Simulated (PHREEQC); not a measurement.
## Metal-bearing waste water: an equilibrium model

Consider water at 25 °C with 6.4 mmol/kgw CdCl2, 1.7 mmol/kgw NiCl2, 0.32 mmol/kgw NaF and 67 mmol/kgw Na2SO4. Closed to the air; pH follows from the charge balance.

Model: ion-association model, wateq4f.dat, run in PHREEQC.

No solid was allowed to form.

Task: Estimate the pH, ionic strength.

Result: pH 6.50; ionic strength 0.186 mol/kgw.

Task: In which forms is Ni present?

Result: Ni+2 52 %, NiSO4 47 %, NiCl+ 0.6 % of the Ni.
